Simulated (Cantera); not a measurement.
Input: 1 mol Cr, 0.42 mol N2, 1.7 mol H2, equilibrated at 2023.15 K.

Cantera equilibrium calculation (NASA polynomials, part measured and part estimated; ideal gas, pure solids and liquids). Candidate condensed phases: Cr, CrN, Cr2N; 11 gas species. The numbers say what is thermodynamically allowed, not how fast it happens.

log p: log10 of the partial pressure in bar; n: condensed amount in mol.

| P (Pa) | log p H2 | log p H | log p Cr | log p N2 | n Cr(s) |
|---|---|---|---|---|---|
| 0.100 | -7.03 | -6.23 | -6.64 | -7.02 | 0 |
| 1.50 | -5.31 | -5.38 | -5.38 | -5.76 | 0 |
| 22 | -3.98 | -4.71 | -4.17 | -4.55 | 0 |
| 320 | (withheld) | (withheld) | (withheld) | (withheld) | 0 |
| 4600 | (withheld) | (withheld) | -2.83 | (withheld) | 0.929 |
| 68000 | -0.27 | -2.85 | -2.83 | -0.87 | 0.995 |
| 1000000 | 0.90 | -2.27 | -2.83 | 0.30 | 1.000 |

**Question.** Complete the blanks.

**Answer.** 
- 4600, log p H2: -1.45
- 4600, log p H: -3.45
- 4600, log p N2: -2.06
- 320, log p H2: -2.77
- 320, log p H: -4.11
- 320, log p Cr: -2.99
- 320, log p N2: -3.37
